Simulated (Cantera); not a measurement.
## Hydrocarbon pyrolysis for carbon deposition

A perfectly stirred reactor is fed with C2H6 : N2 = 1 : 46 (molar parts), at 64.5 Torr; it is held at 1623 K, and followed from long to short residence time.

Computed with Cantera and GRI-Mech 3.0 (53 species, 325 reactions). GRI-Mech 3.0 stops at C3 and has no aromatics, soot or wall deposition, so with more carbon than oxygen in the feed, carbon stays in small species such as C2H2 where larger ones or solid carbon would form.

```tsv
τ (s)	x C2H6	x CH4	x CH3	x C2H4	x CH2
2.8	4.71e-6	0.00155	8.90e-5	3.29e-5	2.25e-7
1.0	1.14e-5	0.00192	0.000140	6.61e-5	4.33e-7
0.38	2.64e-5	0.00238	0.000214	0.000135	7.78e-7
0.14	6.35e-5	0.00302	0.000335	0.000295	1.37e-6
0.051	0.000155	0.00383	0.000527	0.000656	2.33e-6
0.019	0.000375	0.00469	0.000819	0.00141	3.73e-6
0.0069	0.000927	0.00534	0.00128	0.00290	5.76e-6
0.0025	0.00228	0.00521	0.00199	0.00525	8.30e-6
0.00093	0.00524	0.00389	0.00290	0.00721	1.05e-5
0.00034	0.0106	0.00186	0.00355	0.00615	1.06e-5
```
x: mole fraction; the columns are a selection and need not sum to one.
